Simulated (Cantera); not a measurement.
Adiabatic ignition

An adiabatic, constant-pressure homogeneous reactor starts with 5.56 % C₃H₈, 19.9 % O₂, 74.6 % N₂, equivalence ratio 1.4, at 1048 K and 27.6 atm.

Cantera simulation using GRI-Mech 3.0 (53 species, 325 reactions); the numbers are that mechanism's predictions, not measurements. GRI-Mech 3.0 was tuned for natural gas; its chemistry of propane as a main component is partial and can be far from experiment. The pressure lies above the range GRI-Mech 3.0 was tuned for (to about 10 atm).

```json
[
 {"t (s)": "1.00e-6", "T (K)": "1048", "x C₃H₈": "0.0556", "x O₂": "0.199", "x HO₂": "4.84e-9", "x CH₃": "4.36e-9", "x C₂H": "<1e-12"},
 {"t (s)": "4.33e-6", "T (K)": "1048", "x C₃H₈": "0.0556", "x O₂": "0.199", "x HO₂": "2.12e-8", "x CH₃": "2.22e-8", "x C₂H": "<1e-12"},
 {"t (s)": "1.87e-5", "T (K)": "1048", "x C₃H₈": "0.0556", "x O₂": "0.199", "x HO₂": "7.96e-8", "x CH₃": "1.13e-7", "x C₂H": "<1e-12"},
 {"t (s)": "8.11e-5", "T (K)": "1048", "x C₃H₈": "0.0556", "x O₂": "0.199", "x HO₂": "1.98e-7", "x CH₃": "6.45e-7", "x C₂H": "<1e-12"},
 {"t (s)": "0.000351", "T (K)": "1048", "x C₃H₈": "0.0556", "x O₂": "0.199", "x HO₂": "2.64e-7", "x CH₃": "1.64e-6", "x C₂H": "<1e-12"},
 {"t (s)": "0.00152", "T (K)": "1048", "x C₃H₈": "0.0554", "x O₂": "0.199", "x HO₂": "3.96e-7", "x CH₃": "2.09e-6", "x C₂H": "<1e-12"},
 {"t (s)": "0.00658", "T (K)": "1048", "x C₃H₈": "0.0538", "x O₂": "0.198", "x HO₂": "2.02e-6", "x CH₃": "4.18e-6", "x C₂H": "<1e-12"},
 {"t (s)": "0.0285", "T (K)": "2628", "x C₃H₈": "<1e-12", "x O₂": "4.86e-5", "x HO₂": "1.04e-7", "x CH₃": "5.66e-11", "x C₂H": "<1e-12"},
 {"t (s)": "0.123", "T (K)": "2628", "x C₃H₈": "<1e-12", "x O₂": "4.86e-5", "x HO₂": "1.04e-7", "x CH₃": "5.66e-11", "x C₂H": "<1e-12"},
 {"t (s)": "0.534", "T (K)": "2628", "x C₃H₈": "<1e-12", "x O₂": "4.86e-5", "x HO₂": "1.04e-7", "x CH₃": "5.66e-11", "x C₂H": "<1e-12"},
 {"t (s)": "2.31", "T (K)": "2628", "x C₃H₈": "<1e-12", "x O₂": "4.86e-5", "x HO₂": "1.04e-7", "x CH₃": "5.66e-11", "x C₂H": "<1e-12"},
 {"t (s)": "10.0", "T (K)": "2628", "x C₃H₈": "<1e-12", "x O₂": "4.86e-5", "x HO₂": "1.04e-7", "x CH₃": "5.66e-11", "x C₂H": "<1e-12"}
]
```
x: mole fraction; the columns are a selection and need not sum to one.

```
Quantity                                                            Result
---------------------------------  ---------------------------------------
time of steepest temperature rise                                  10.6 ms
temperature at 10.0 s                                               2628 K
equilibrium temperature                                             2628 K
x(C₃H₈) at 10.0 s                    <1e-12 (gas-phase equilibrium <1e-12)
x(O₂) at 10.0 s                    4.86e-5 (gas-phase equilibrium 4.86e-5)
x(HO₂) at 10.0 s                   1.04e-7 (gas-phase equilibrium 1.04e-7)
```
